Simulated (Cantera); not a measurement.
An isothermal, constant-pressure homogeneous reactor starts with CH4 : H2O = 1 : 0.55 (molar parts), at 1625 K and 1.00 bar.

Computed with Cantera and GRI-Mech 3.0 (53 species, 325 reactions). GRI-Mech 3.0 stops at C3 and has no aromatics, soot or wall deposition, so with more carbon than oxygen in the feed, carbon stays in small species such as C2H2 where larger ones or solid carbon would form.

x: mole fraction; the columns are a selection and need not sum to one.

```json
[
 {"t (s)": "0.000200", "x CH4": "0.642", "x H2O": "0.355", "x O": "4.03e-11", "x HCO": "2.49e-10", "x HO2": "<1e-12", "x H2": "0.00170"},
 {"t (s)": "0.000485", "x CH4": "0.636", "x H2O": "0.354", "x O": "7.26e-11", "x HCO": "1.14e-9", "x HO2": "<1e-12", "x H2": "0.00555"},
 {"t (s)": "0.00118", "x CH4": "0.617", "x H2O": "0.351", "x O": "1.10e-10", "x HCO": "(withheld)", "x HO2": "<1e-12", "x H2": "(withheld)"},
 {"t (s)": "0.00285", "x CH4": "0.565", "x H2O": "0.342", "x O": "9.63e-11", "x HCO": "3.82e-9", "x HO2": "<1e-12", "x H2": "0.0644"},
 {"t (s)": "0.00691", "x CH4": "0.472", "x H2O": "0.321", "x O": "5.82e-11", "x HCO": "2.54e-9", "x HO2": "<1e-12", "x H2": "0.151"},
 {"t (s)": "0.0168", "x CH4": "0.352", "x H2O": "0.292", "x O": "3.50e-11", "x HCO": "1.64e-9", "x HO2": "<1e-12", "x H2": "0.264"},
 {"t (s)": "0.0406", "x CH4": "0.227", "x H2O": "0.261", "x O": "2.34e-11", "x HCO": "1.10e-9", "x HO2": "<1e-12", "x H2": "0.382"},
 {"t (s)": "0.0985", "x CH4": "0.126", "x H2O": "0.231", "x O": "1.84e-11", "x HCO": "9.84e-10", "x HO2": "<1e-12", "x H2": "0.481"},
 {"t (s)": "0.239", "x CH4": "0.0697", "x H2O": "0.199", "x O": "1.65e-11", "x HCO": "1.56e-9", "x HO2": "<1e-12", "x H2": "0.547"},
 {"t (s)": "0.579", "x CH4": "0.0529", "x H2O": "0.156", "x O": "1.41e-11", "x HCO": "3.11e-9", "x HO2": "<1e-12", "x H2": "0.592"},
 {"t (s)": "1.40", "x CH4": "0.0475", "x H2O": "0.103", "x O": "1.03e-11", "x HCO": "5.53e-9", "x HO2": "<1e-12", "x H2": "0.637"},
 {"t (s)": "3.40", "x CH4": "(withheld)", "x H2O": "(withheld)", "x O": "5.83e-12", "x HCO": "(withheld)", "x HO2": "<1e-12", "x H2": "0.679"},
 {"t (s)": "8.25", "x CH4": "0.0374", "x H2O": "0.0163", "x O": "2.05e-12", "x HCO": "1.03e-8", "x HO2": "<1e-12", "x H2": "0.709"},
 {"t (s)": "20.0", "x CH4": "0.0353", "x H2O": "0.00183", "x O": "<1e-12", "x HCO": "1.12e-8", "x HO2": "<1e-12", "x H2": "0.721"}
]
```

### Question
Fill in the missing entries.

### Answer

- 0.00118, x HCO: 3.26e-9
- 0.00118, x H2: 0.0200
- 3.40, x CH4: 0.0420
- 3.40, x H2O: 0.0515
- 3.40, x HCO: 8.22e-9
